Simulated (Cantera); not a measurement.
Low-pressure radical oxidation in H2/O2

An isothermal, constant-pressure homogeneous reactor starts with H2 : O2 = 1.1 : 1 (molar parts), equivalence ratio 0.55, at 1375 K and 10.00 Torr.

Cantera simulation using GRI-Mech 3.0 (53 species, 325 reactions); the numbers are that mechanism's predictions, not measurements. Radical loss at walls, strong at low pressure, is not modelled. The temperature is held fixed by assumption; the heat of reaction is taken as removed at once.

```json
[
 {"t (s)": "8.00e-6", "x H2": "0.524", "x O2": "0.476", "x HO2": "3.28e-8", "x H": "3.17e-8", "x O": "2.40e-9", "x OH": "2.10e-9", "x H2O": "1.25e-9"},
 {"t (s)": "2.29e-5", "x H2": "0.524", "x O2": "0.476", "x HO2": "9.38e-8", "x H": "1.00e-7", "x O": "1.54e-8", "x OH": "1.21e-8", "x H2O": "2.15e-8"},
 {"t (s)": "6.56e-5", "x H2": "0.524", "x O2": "0.476", "x HO2": "2.68e-7", "x H": "5.41e-7", "x O": "1.15e-7", "x OH": "8.50e-8", "x H2O": "3.86e-7"},
 {"t (s)": "0.000188", "x H2": "0.524", "x O2": "0.476", "x HO2": "7.71e-7", "x H": "1.90e-5", "x O": "4.33e-6", "x OH": "3.15e-6", "x H2O": "2.26e-5"},
 {"t (s)": "0.000538", "x H2": "0.271", "x O2": "0.361", "x HO2": "4.51e-6", "x H": "0.137", "x O": "0.0364", "x OH": "0.0206", "x H2O": "0.174"},
 {"t (s)": "0.00154", "x H2": "0.0585", "x O2": "0.254", "x HO2": "5.17e-6", "x H": "0.225", "x O": "0.0872", "x OH": "0.0246", "x H2O": "0.351"},
 {"t (s)": "0.00442", "x H2": "0.0554", "x O2": "0.261", "x HO2": "5.85e-6", "x H": "0.182", "x O": "0.0736", "x OH": "0.0242", "x H2O": "0.404"},
 {"t (s)": "0.0126", "x H2": "0.0406", "x O2": "0.273", "x HO2": "7.38e-6", "x H": "0.0885", "x O": "0.0428", "x OH": "0.0212", "x H2O": "0.534"},
 {"t (s)": "0.0362", "x H2": "0.0105", "x O2": "0.285", "x HO2": "7.34e-6", "x H": "0.00929", "x O": "0.00907", "x OH": "0.0110", "x H2O": "0.675"},
 {"t (s)": "0.104", "x H2": "0.000927", "x O2": "0.289", "x HO2": "2.31e-6", "x H": "0.000235", "x O": "0.000778", "x OH": "0.00327", "x H2O": "0.706"},
 {"t (s)": "0.297", "x H2": "0.000110", "x O2": "0.290", "x HO2": "4.07e-7", "x H": "9.64e-6", "x O": "9.27e-5", "x OH": "0.00113", "x H2O": "0.709"},
 {"t (s)": "0.851", "x H2": "2.17e-5", "x O2": "0.290", "x HO2": "1.18e-7", "x H": "8.54e-7", "x O": "1.85e-5", "x OH": "0.000506", "x H2O": "0.709"},
 {"t (s)": "2.44", "x H2": "6.39e-6", "x O2": "0.290", "x HO2": "8.05e-8", "x H": "1.37e-7", "x O": "5.44e-6", "x OH": "0.000275", "x H2O": "0.709"},
 {"t (s)": "6.98", "x H2": "3.65e-6", "x O2": "0.290", "x HO2": "8.41e-8", "x H": "5.93e-8", "x O": "3.11e-6", "x OH": "0.000207", "x H2O": "0.710"},
 {"t (s)": "20.0", "x H2": "3.51e-6", "x O2": "0.290", "x HO2": "8.47e-8", "x H": "5.60e-8", "x O": "2.99e-6", "x OH": "0.000204", "x H2O": "0.710"}
]
```
x: mole fraction; the columns are a selection and need not sum to one.

Equilibrium at this temperature and pressure: H2 3.51e-6, O2 0.290, HO2 8.47e-8, H 5.60e-8, O 2.99e-6, OH 0.000204, H2O 0.710 (gas phase only).
